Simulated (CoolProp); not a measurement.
A single-stage vapour-compression cycle with the fluid: evaporating at 302.15 K (dew point), condensing at 365.15 K (bubble point), superheat 10 K, subcooling 0 K, compressor efficiency 0.9, no pressure losses. The same conditions are run with several fluids, on thermodynamics alone (safety and materials aside).

The numbers come from the reference Helmholtz-energy equation of state of each fluid (R152A: Outcalt 1996; neopentane: Lemmon 2006; n-pentane: Thol 2019; R1336mzz(Z): McLinden 2020; tetrahydrofuran: Fiedler 2023; sulfur dioxide: Gao 2016) in CoolProp.

```json
[
 {"fluid": "R152A", "cooling COP": "2.69", "pressure ratio": "(withheld)", "discharge temperature (K)": "(withheld)", "refrigerating effect (kJ/kg)": "(withheld)", "volumetric capacity (kJ/m³)": "3070"},
 {"fluid": "neopentane", "cooling COP": "2.71", "pressure ratio": "4.89", "discharge temperature (K)": "365.1", "refrigerating effect (kJ/kg)": "157", "volumetric capacity (kJ/m³)": "906"},
 {"fluid": "n-pentane", "cooling COP": "3.10", "pressure ratio": "6.24", "discharge temperature (K)": "365.2", "refrigerating effect (kJ/kg)": "223", "volumetric capacity (kJ/m³)": "(withheld)"},
 {"fluid": "R1336mzz(Z)", "cooling COP": "(withheld)", "pressure ratio": "6.80", "discharge temperature (K)": "365.2", "refrigerating effect (kJ/kg)": "93.6", "volumetric capacity (kJ/m³)": "529"},
 {"fluid": "tetrahydrofuran", "cooling COP": "3.60", "pressure ratio": "8.56", "discharge temperature (K)": "388.8", "refrigerating effect (kJ/kg)": "336", "volumetric capacity (kJ/m³)": "(withheld)"},
 {"fluid": "sulfur dioxide", "cooling COP": "3.26", "pressure ratio": "5.25", "discharge temperature (K)": "449.0", "refrigerating effect (kJ/kg)": "266", "volumetric capacity (kJ/m³)": "3150"}
]
```

Problem. What belongs in the gaps?

Solution. 
- R152A, pressure ratio: 4.47
- R152A, discharge temperature (K): 391.5
- R152A, refrigerating effect (kJ/kg): 156
- n-pentane, volumetric capacity (kJ/m³): 507
- R1336mzz(Z), cooling COP: 2.90
- tetrahydrofuran, volumetric capacity (kJ/m³): 243

The compression ends wet for: neopentane; n-pentane; R1336mzz(Z).
